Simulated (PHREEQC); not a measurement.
Consider water at 20 °C with 0.012 mol ZnSO4, 0.0087 mol KCl and 0.00018 mol H2SO4 per kg of water. Closed to the air; pH follows from the charge balance.

Equilibrium calculation in PHREEQC: ion-association model, phreeqc.dat.

```
Item                          Result
--------------------  --------------
pH                              3.64
ionic strength        0.0416 mol/kgw
specific conductance      2570 µS/cm
total alkalinity       -0.360 meq/kg
```

```
species     molality  activity   log γ
----------  --------  --------  ------
Cl-          0.00863   0.00713  -0.082
K+           0.00849   0.00702  -0.083
Zn+2         0.00821   0.00403  -0.309
SO4-2        0.00792   0.00387  -0.311
ZnSO4        0.00348   0.00351   0.004
H+          0.000267  0.000230  -0.064
Zn(SO4)2-2  0.000239  0.000115  -0.318
KSO4-       0.000208  0.000175  -0.076
HSO4-        9.34e-5   7.78e-5  -0.079
```

Precipitation was switched off in this run. Species that the database lacks are ignored.
